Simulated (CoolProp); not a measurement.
Model: reference Helmholtz-energy equation of state, Platzer 1990, in CoolProp. This equation is an older, rougher fit; its heat capacities, sound speeds and derivatives of the liquid may be far off and weren't checked against measurements.

### Question
Give the vapour pressure (MPa), liquid density (kg/m³), vapour density (kg/m³), surface tension (mN/m) of saturated R13 at 156.1, 174.2 K.

### Answer
```csv
T (K),p (MPa),liquid density (kg/m³),vapour density (kg/m³),surface tension (mN/m)
156.1,0.00909,1650,0.737,20.0
174.2,0.0356,1590,2.62,16.9
```

Surface tension comes from a separate correlation (Mulero 2012).
